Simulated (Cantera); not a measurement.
Feed: 1 mol Hg, 0.056 mol H2, 2.9 mol N2, held at 425 °C and 13.0 mbar.

Equilibrium computed with Cantera from the NASA thermochemical tables; the gas is ideal and each condensed phase is pure. Candidate condensed phases: Hg; 10 gas species. Rates play no part.

Base state: N2 0.733, Hg 0.253, H2 0.0142 (mole fractions); condensed: gas only.

Problem. What changes in the equilibrium state with this change: Hg replaced by PbO?

Solution. 
```csv
species,before,after
N2,0.733,0.981
H2O,0,0.0189
H2,0.0142,6.81e-7
Hg,0.253,0
"Pb(l), mol",0,0.0560
"PbO(red), mol",0,0.944
```
Further candidate phases: H2O, Pb, PbO, PbO2, Pb3O4.
